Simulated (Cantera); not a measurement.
Feed: 1 mol Cu, 26 mol CO, 180 mol H2, held at 0.100 bar.

Method: chemical equilibrium by Gibbs-energy minimisation in Cantera with the NASA 1993 tables (ideal gas, pure condensed phases). Candidate condensed phases: C, C6H6, C7H8, C8H18, Cu, CuO, Cu(OH)2, Cu2O, H2O; 113 gas species. The numbers say what is thermodynamically allowed, not how fast it happens.

**Question.** Which condensed phases are stable at each of these points (T (°C)): 1077, 1152, 1227, 1302, 1377, 1452, 1527, 1602?

**Answer.** 
| T (°C) | condensed phases | Cu condensed (%) |
|---|---|---|
| 1077 | Cu(s) | 99.9 |
| 1152 | Cu(l) | 99.6 |
| 1227 | Cu(l) | 98.3 |
| 1302 | Cu(l) | 94.4 |
| 1377 | Cu(l) | 83.2 |
| 1452 | Cu(l) | 54.7 |
| 1527 | gas only | 0.0 |
| 1602 | gas only | 0.0 |

At 1077 °C the condensed part is Cu(s). From 1152 °C to 1452 °C the condensed part is Cu(l). From 1527 °C to 1602 °C nothing is condensed.
